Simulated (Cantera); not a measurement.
A closed system holds: 1 mol B2O3, 6.9 mol HF, at 68.0 Pa.

Equilibrium computed with Cantera from the NASA thermochemical tables; the gas is ideal and each condensed phase is pure. Candidate condensed phases: B, B2O3, B3O3H3, H2O; 43 gas species. Gases not in the tables: H3BO3. Kinetics and transport are ignored.

Question: Which condensed phases are stable at each of these points (T (K)): 900, 975, 1050, 1125, 1200, 1275, 1350, 1425, 1500, 1575, 1650, 1725, 1800, 1875?

Answer: 
```
T (K)  condensed phases  B condensed (%)
-----  ----------------  ---------------
900             B2O3(l)             13.2
975             B2O3(l)             19.2
1050            B2O3(l)             23.4
1125            B2O3(l)             21.5
1200            B2O3(l)              2.7
1275           gas only              0.0
1350           gas only              0.0
1425           gas only              0.0
1500           gas only              0.0
1575           gas only              0.0
1650           gas only              0.0
1725           gas only              0.0
1800           gas only              0.0
1875           gas only              0.0
```

From 900 K to 1200 K the condensed part is B2O3(l). From 1275 K to 1875 K nothing is condensed.
